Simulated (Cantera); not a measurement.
A closed system holds: 1 mol CH3Cl, 0.59 mol F2, 5.5 mol H2, 0.063 mol HCl, at 38.3 Torr.

Cantera equilibrium calculation (NASA polynomials, part measured and part estimated; ideal gas, pure solids and liquids). Candidate condensed phases: C, C6H6, C7H8, C8H18; 118 gas species. Equilibrium is a limit: real reactors are often held back by kinetics, nucleation or transport.

What share of the C ends up in condensed phases as a function of T (K), at 1100, 1250, 1400, 1550, 1700, 1850, 2000, 2150, 2300, 2450?


```
T (K)  C condensed (%)           as
-----  ---------------  -----------
1100              99.2  C(graphite)
1250              99.8  C(graphite)
1400              99.9  C(graphite)
1550              99.9  C(graphite)
1700              99.9  C(graphite)
1850              99.7  C(graphite)
2000              99.1  C(graphite)
2150              97.7  C(graphite)
2300              95.0  C(graphite)
2450              90.1  C(graphite)
```
